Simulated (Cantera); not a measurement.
Cantera with NASA thermochemical tables; ideal gases at 1 bar, condensed phases pure. Values are per mole of reaction as written; species without (g) are pure solids or liquids, kept so even where they would boil at 1 bar.

a) Nb + O2(g) = NbO2
b) 0.6667 Cr + O2(g) = 0.6667 CrO3(g)
c) 1.333 Ti + O2(g) = 0.6667 Ti2O3
d) V + O2(g) = VO2(g)
e) 2 B + O2(g) = B2O2(g)
f) Nb + O2(g) = NbO2(g)
g) Zr + O2(g) = ZrO2(g)

Task: Order these by ΔG° at 2423 K, most negative first.

Result: c (-595 kJ), e (-505 kJ), a (-398 kJ), g (-328 kJ), d (-277 kJ), f (-253 kJ), b (-74 kJ)
